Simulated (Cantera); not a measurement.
Input (Python, Cantera) and output of one run.

```python
import numpy as np
import cantera as ct

gas_names = [...]  # 123 gases of nasa_gas.yaml made of C, H, O, Si
cond_names = """
    C(gr) C6H6(L) C7H8(L) C8H18(L),n-octa H2O(s) H2O(L) Si(cr) Si(L) SiC(b) SiO2(Lqz) SiO2(hqz) SiO2(L)
""".split()


# ... load() reads the species with a 1 bar reference pressure and builds the phases ...
atoms = {
    'TEOS': {'Si': 1, 'C': 8, 'H': 20, 'O': 4},
    'O2': {'O': 2},
}
top_T = {'C(gr)': 4500, 'SiC(b)': 3050}  # K; cautious upper limits of use, not melting points


# ... equilibrate(T, P, feed) seeds the gas with the atoms and calls Mixture.equilibrate('TP', solver="vcs", rtol=1e-11, max_steps=5000) ...
results = []
feed = {'TEOS': 1, 'O2': 2.1}  # mol
P = 53000  # Pa
for T in [1398, 1448, 1498, 1548, 1598, 1648, 1698, 1748, 1798, 1848, 1898]:
    mix = equilibrate(T, P, feed)
    results.append((T, P, feed, dict(zip(mix.species_names, mix.species_moles))))

top = {s: max(r[3][s] / sum(r[3][g] for g in gas_names) for r in results) for s in gas_names}
cols = sorted((s for s in top if top[s] > 0.0001), key=lambda s: -top[s])[:7]
seen = [c for c in cond_names if any(r[3].get(c, 0) > 1e-12 for r in results)]
print("log10 of partial pressures in bar; condensed amounts in mol")
print(f"{'T/K':>10s}" + "".join(f"{s[:9]:>10s}" for s in cols + seen))
for T, P, feed, n in results:
    ng = sum(n[g] for g in gas_names)
    print(f"{T:10.4g}" + "".join(f"{np.log10(max(n[s] / ng * P / 1e5, 1e-99)):10.3f}" for s in cols)
          + "".join(f"{n.get(c, 0):10.4g}" for c in seen))
```

Output:

```
log10 of partial pressures in bar; condensed amounts in mol
       T/K        H2        CO       SiO       CH4         H       H2O       CO2     C(gr)    SiC(b) SiO2(hqz)   SiO2(L)
      1398    -0.486    -0.693    -7.029    -3.332    -5.568    -3.601    -4.143     1.796         0         1         0
      1448    -0.486    -0.693    -6.154    -3.449    -5.278    -3.775    -4.357     1.795         0         1         0
      1498    -0.486    -0.693    -5.339    -3.557    -5.008    -3.938    -4.556     1.796         0    0.9999         0
      1548    -0.486    -0.693    -4.579    -3.659    -4.754    -4.089    -4.742     1.795         0    0.9992         0
      1598    -0.486    -0.693    -3.867    -3.755    -4.517    -4.232    -4.915     1.792         0    0.9958         0
      1648    -0.487    -0.693    -3.200    -3.846    -4.294    -4.365    -5.077     1.777         0    0.9807         0
      1698    -0.518    -0.648    -2.758    -4.134    -4.099    -4.338    -5.000         0    0.5804         0    0.3621
      1748    -0.521    -0.649    -2.347    -4.392    -3.902    -4.288    -4.973         0    0.5502         0    0.3003
      1798    -0.529    -0.652    -1.959    -4.644    -3.718    -4.246    -4.951         0    0.4765         0     0.152
      1848    -0.536    -0.655    -1.758    -4.801    -3.544    -4.290    -5.012         0    0.4005         0         0
      1898    -0.536    -0.655    -1.758    -4.839    -3.375    -4.418    -5.160         0    0.4001         0         0
```

Cantera equilibrium calculation (NASA polynomials, part measured and part estimated; ideal gas, pure solids and liquids). The feed counts by its element totals alone. Mutual solubility and eutectic melting of coexisting phases are not modelled. The tables hold silica as quartz up to 1696 K and as liquid above; real silica turns to tridymite and cristobalite and melts near 1996 K.
